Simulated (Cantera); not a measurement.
Standard-state values (1 bar) from the NASA 1993 polynomials, evaluated with Cantera. Values are per mole of reaction as written; species without (g) are pure solids or liquids, kept so even where they would boil at 1 bar.

2 S2(g) + 2 Si(g) + C2H4(g) → 2 CS2(g) + 2 SiH2(g), with ΔH° = -484.7 kJ and ΔS° = -120.8 J/K at 300 K.

Question: How far is the shortcut ΔG° ≈ ΔH°(300 K) − T·ΔS°(300 K) from the full temperature-dependent value at 1198, 1298, 1398, 1498, 1598, 1698, 1798, 1898 K?

Answer: 
```csv
T (K),shortcut (kJ),full (kJ),difference (kJ),difference in log10 K
1198,-340.0,-353.4,13.4,-0.58
1298,-327.9,-344.0,16.1,-0.65
1398,-315.9,-334.7,18.9,-0.70
1498,-303.8,-325.5,21.7,-0.76
1598,-291.7,-316.3,24.6,-0.81
1698,-279.6,-307.2,27.6,-0.85
1798,-267.5,-298.2,30.6,-0.89
1898,-255.5,-289.1,33.6,-0.93
```
The shortcut ignores the heat-capacity change of the reaction.
